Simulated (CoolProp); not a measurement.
Vapour-liquid equilibrium of carbon dioxide (1) + neopentane (2) at 261.9 K; x and y are mole fractions of (1).

Computed with CoolProp (multi-fluid Helmholtz-energy mixture model, Span 1996 and Lemmon 2006; pair parameters Bell 2016).

```json
[
 {"x": "0.05", "bubble pressure, mixture model (bar)": "2.177", "bubble pressure, Raoult's law (bar)": "1.703", "y, mixture model": "0.794", "y, Raoult's law": "0.750"},
 {"x": "0.2", "bubble pressure, mixture model (bar)": "7.463", "bubble pressure, Raoult's law (bar)": "5.469", "y, mixture model": "0.940", "y, Raoult's law": "0.935"},
 {"x": "0.35", "bubble pressure, mixture model (bar)": "11.89", "bubble pressure, Raoult's law (bar)": "9.235", "y, mixture model": "0.963", "y, Raoult's law": "0.969"},
 {"x": "0.5", "bubble pressure, mixture model (bar)": "15.09", "bubble pressure, Raoult's law (bar)": "13.00", "y, mixture model": "0.972", "y, Raoult's law": "0.983"},
 {"x": "0.65", "bubble pressure, mixture model (bar)": "17.60", "bubble pressure, Raoult's law (bar)": "16.77", "y, mixture model": "0.978", "y, Raoult's law": "0.991"},
 {"x": "0.8", "bubble pressure, mixture model (bar)": "20.30", "bubble pressure, Raoult's law (bar)": "20.53", "y, mixture model": "0.985", "y, Raoult's law": "0.996"},
 {"x": "0.95", "bubble pressure, mixture model (bar)": "24.01", "bubble pressure, Raoult's law (bar)": "24.30", "y, mixture model": "0.995", "y, Raoult's law": "0.999"}
]
```

The largest gap from Raoult's law is +36.5 % in bubble pressure, at x = 0.2. No azeotrope shows between x = 0.05 and 0.95.

The pair parameters rest on a limited set of measurements; away from them the model extrapolates. The gap from Raoult's law changes sign with composition, which may be real or a fault of the pair parameters; it wasn't checked against measurements.
